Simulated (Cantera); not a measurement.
Input (Python, Cantera) and output of one run.

```python
import numpy as np
import cantera as ct

gas_names = """
    B BH BH2 BH3 BN BO BO2 B2 B2O B2O2 B2O3 B3O3H3 H HBO HBO2 HNO HNO2 HNO3 HO2 H2 H2O H2O2 H3B3O6 N NH
    NH2 NH3 NH2OH NO NO2 NO3 N2 N2H2 N2H4 N2O O OH O2 O3
""".split()
cond_names = """
    B(b) B(L) BN(s) B2O3(L) B3O3H3(cr) H2O(s) H2O(L)
""".split()


# ... load() reads the species with a 1 bar reference pressure and builds the phases ...
atoms = {
    'B2H6': {'B': 2, 'H': 6},
    'H2O': {'H': 2, 'O': 1},
    'N2': {'N': 2},
}
top_T = {'BN(s)': 3200}  # K; cautious upper limits of use, not melting points


# ... equilibrate(T, P, feed) seeds the gas with the atoms and calls Mixture.equilibrate('TP', solver="vcs", rtol=1e-11, max_steps=5000) ...
results = []
feed = {'B2H6': 1, 'H2O': 0.29, 'N2': 140}  # mol
P = 10000  # Pa
for T in [1123, 1198, 1273, 1348, 1423, 1498, 1573, 1648, 1723, 1798]:
    mix = equilibrate(T, P, feed)
    results.append((T, P, feed, dict(zip(mix.species_names, mix.species_moles))))
    x = sorted(zip(gas.X, gas.species_names), reverse=True)
    print(f"T = {T:g} K  P = {P:g} Pa  gas = {mix.phase_moles(0):.4g} mol")
    print("   x: " + "  ".join(f"{s} {v:.3e}" for v, s in x if v > 0.001))
    print("   condensed (mol): " + ("  ".join(f"{mix.phase(i).name} {mix.phase_moles(i):.4g}"
          for i in range(1, mix.n_phases) if mix.phase_moles(i) > 1e-12) or "none"))
```

Output:

```
T = 1123 K  P = 10000 Pa  gas = 142.4 mol
   x: N2 9.769e-01  H2 2.300e-02
   condensed (mol): BN(s) 1.816  B2O3(L) 0.09126
T = 1198 K  P = 10000 Pa  gas = 142.4 mol
   x: N2 9.769e-01  H2 2.300e-02
   condensed (mol): BN(s) 1.817  B2O3(L) 0.08979
T = 1273 K  P = 10000 Pa  gas = 142.4 mol
   x: N2 9.769e-01  H2 2.298e-02
   condensed (mol): BN(s) 1.818  B2O3(L) 0.08579
T = 1348 K  P = 10000 Pa  gas = 142.4 mol
   x: N2 9.768e-01  H2 2.293e-02
   condensed (mol): BN(s) 1.822  B2O3(L) 0.07606
T = 1423 K  P = 10000 Pa  gas = 142.4 mol
   x: N2 9.767e-01  H2 2.283e-02
   condensed (mol): BN(s) 1.829  B2O3(L) 0.05275
T = 1498 K  P = 10000 Pa  gas = 142.5 mol
   x: N2 9.763e-01  H2 2.264e-02
   condensed (mol): BN(s) 1.839
T = 1573 K  P = 10000 Pa  gas = 142.5 mol
   x: N2 9.763e-01  H2 2.267e-02
   condensed (mol): BN(s) 1.826
T = 1648 K  P = 10000 Pa  gas = 142.5 mol
   x: N2 9.762e-01  H2 2.266e-02
   condensed (mol): BN(s) 1.809
T = 1723 K  P = 10000 Pa  gas = 142.5 mol
   x: N2 9.761e-01  H2 2.260e-02
   condensed (mol): BN(s) 1.788
T = 1798 K  P = 10000 Pa  gas = 142.5 mol
   x: N2 9.760e-01  H2 2.249e-02
   condensed (mol): BN(s) 1.763
```

Method: chemical equilibrium by Gibbs-energy minimisation in Cantera with the NASA 1993 tables (ideal gas, pure condensed phases). The feed counts by its element totals alone. N2 is the only nitrogen source here; it is nearly inert below about 1500 K, so the nitride shown seldom forms there in practice. Mutual solubility and eutectic melting of coexisting phases are not modelled.
